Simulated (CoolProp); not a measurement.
CH2F2 (R32) along the isotherm 216.3 K: Z from the reference equation and from simpler models built on Tc = 351.3 K, pc = 5.783 MPa, ω = 0.277; each cubic takes its own stable root.

Model: reference Helmholtz-energy equation of state, Tillner-Roth 1997, in CoolProp.

```csv
p (MPa),phase,reference,van der Waals,Soave-Redlich-Kwong
0.222,liquid,0.005232,0.9638,0.006719
0.445,liquid,0.01048,0.9246,0.01346
0.667,liquid,0.01571,0.03071,0.02017
0.89,liquid,0.02096,0.04093,0.02691
1.11,liquid,0.02613,0.05100,0.03355
1.33,liquid,0.03130,0.06104,0.04018
1.56,liquid,0.03670,0.07152,0.04711
1.78,liquid,0.04186,0.08152,0.05374
2,liquid,0.04702,0.09150,0.06036
2.22,liquid,0.05218,0.1015,0.06697
2.45,liquid,0.05757,0.1119,0.07388
2.67,liquid,0.06272,0.1218,0.08049
2.89,liquid,0.06787,0.1317,0.08709
```

At some of these states van der Waals gives the other phase, because its saturation line lies elsewhere.
